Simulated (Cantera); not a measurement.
Input (Python, Cantera) and output of one run.

```python
import numpy as np
import cantera as ct

gas_names = """
    H HO2 H2 H2O H2O2 O OH O2 O3 V VO VO2
""".split()
cond_names = """
    H2O(s) H2O(L) V(cr) V(L) VO(s) VO(L) V2O3(s) V2O3(L) V2O4(I) V2O4(II) V2O4(L) V2O5(s) V2O5(L)
""".split()


# ... load() reads the species with a 1 bar reference pressure and builds the phases ...
atoms = {
    'V': {'V': 1},
    'H2O': {'H': 2, 'O': 1},
}
top_T = {}  # K; cautious upper limits of use, not melting points


# ... equilibrate(T, P, feed) seeds the gas with the atoms and calls Mixture.equilibrate('TP', solver="vcs", rtol=1e-11, max_steps=5000) ...
results = []
feed = {'V': 1, 'H2O': 0.53}  # mol
P = 1700  # Pa
for T in [1948, 1998, 2048, 2098, 2148, 2198, 2248, 2298, 2348, 2398, 2448, 2498]:
    mix = equilibrate(T, P, feed)
    results.append((T, P, feed, dict(zip(mix.species_names, mix.species_moles))))
    x = sorted(zip(gas.X, gas.species_names), reverse=True)
    print(f"T = {T:g} K  P = {P:g} Pa  gas = {mix.phase_moles(0):.4g} mol")
    print("   x: " + "  ".join(f"{s} {v:.3e}" for v, s in x if v > 1e-05))
    print("   condensed (mol): " + ("  ".join(f"{mix.phase(i).name} {mix.phase_moles(i):.4g}"
          for i in range(1, mix.n_phases) if mix.phase_moles(i) > 1e-12) or "none"))
```

It prints:

```
T = 1948 K  P = 1700 Pa  gas = 0.5324 mol
   x: H2 9.910e-01  H 8.627e-03  H2O 2.589e-04  V 6.039e-05  VO 4.995e-05
   condensed (mol): V(cr) 0.4701  VO(s) 0.5298
T = 1998 K  P = 1700 Pa  gas = 0.5334 mol
   x: H2 9.872e-01  H 1.222e-02  H2O 3.296e-04  V 1.315e-04  VO 1.108e-04
   condensed (mol): V(cr) 0.4701  VO(s) 0.5298
T = 2048 K  P = 1700 Pa  gas = 0.5348 mol
   x: H2 9.820e-01  H 1.702e-02  H2O 4.135e-04  V 2.753e-04  VO 2.356e-04  VO2 1.979e-05
   condensed (mol): V(cr) 0.4701  VO(s) 0.5296
T = 2098 K  P = 1700 Pa  gas = 0.5368 mol
   x: H2 9.752e-01  H 2.331e-02  V 5.559e-04  H2O 4.852e-04  VO 4.573e-04  VO2 3.913e-05
   condensed (mol): V(cr) 0.47  VO(L) 0.5295
T = 2148 K  P = 1700 Pa  gas = 0.5396 mol
   x: H2 9.660e-01  H 3.142e-02  V 1.085e-03  VO 8.403e-04  H2O 5.512e-04  VO2 7.158e-05
   condensed (mol): V(cr) 0.4698  VO(L) 0.5292
T = 2198 K  P = 1700 Pa  gas = 0.5433 mol
   x: H2 9.540e-01  H 4.172e-02  V 2.042e-03  VO 1.500e-03  H2O 6.231e-04  VO2 1.277e-04
   condensed (mol): V(L) 0.4693  VO(L) 0.5287
T = 2248 K  P = 1700 Pa  gas = 0.5485 mol
   x: H2 9.382e-01  H 5.458e-02  V 3.645e-03  VO 2.605e-03  H2O 7.139e-04  VO2 2.272e-04
   condensed (mol): V(L) 0.4685  VO(L) 0.5279
T = 2298 K  P = 1700 Pa  gas = 0.5557 mol
   x: H2 9.177e-01  H 7.037e-02  V 6.338e-03  VO 4.410e-03  H2O 8.081e-04  VO2 3.935e-04
   condensed (mol): V(L) 0.4672  VO(L) 0.5267
T = 2348 K  P = 1700 Pa  gas = 0.5659 mol
   x: H2 8.910e-01  H 8.940e-02  V 1.075e-02  VO 7.290e-03  H2O 9.024e-04  VO2 6.650e-04  OH 1.557e-05
   condensed (mol): V(L) 0.4648  VO(L) 0.5246
T = 2398 K  P = 1700 Pa  gas = 0.5803 mol
   x: H2 8.564e-01  H 1.118e-01  V 1.782e-02  VO 1.179e-02  VO2 1.098e-03  H2O 9.921e-04  OH 2.375e-05
   condensed (mol): V(L) 0.4609  VO(L) 0.5213
T = 2448 K  P = 1700 Pa  gas = 0.601 mol
   x: H2 8.120e-01  H 1.376e-01  V 2.889e-02  VO 1.866e-02  VO2 1.775e-03  H2O 1.070e-03  OH 3.534e-05
   condensed (mol): V(L) 0.4544  VO(L) 0.516
T = 2498 K  P = 1700 Pa  gas = 0.6315 mol
   x: H2 7.550e-01  H 1.661e-01  V 4.591e-02  VO 2.898e-02  VO2 2.811e-03  H2O 1.126e-03  OH 5.121e-05
   condensed (mol): V(L) 0.4435  VO(L) 0.5074
```

These are equilibrium values from Cantera (NASA tables, ideal gas, pure condensed phases), not measurements of a reactor. Each liquid is taken as pure. Mutual solubility and eutectic melting of coexisting phases are not modelled. VO: taken at fixed stoichiometry. Condensed phases not in the tables: N, O or C dissolved in the metal.
